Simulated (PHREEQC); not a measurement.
4.1 g of hydrous ferric oxide (600 m²/g; 0.2 weak and 0.005 strong sites per Fe, Dzombak-Morel constants, diffuse double layer) in 1 kg of water with 0.005 mol/kgw of an inert sodium salt, at 25 °C; the pH is set by adding NaOH or the inert anion's acid. Oxygen is held at 0.21 atm. No CO2 enters from the air. Precipitation was switched off in this run.

Equilibrium calculation in PHREEQC: ion-association model, wateq4f.dat.

```csv
pH,surface charge σ (C/m²),surface potential ψ (mV)
3,0.321,205
3.38,0.281,201
3.75,0.234,195
4.12,0.187,185
4.5,0.143,174
4.88,0.107,161
5.25,0.079,147
5.62,0.056,131
6,0.039,113
6.38,0.026,95
6.75,0.017,75
7.12,0.011,55
7.5,0.006,34
7.88,0.002,13
8.25,-0.001,-8
8.62,-0.005,-29
9,-0.009,-50
```

The oxide is taken as insoluble; below pH 4 it would dissolve.
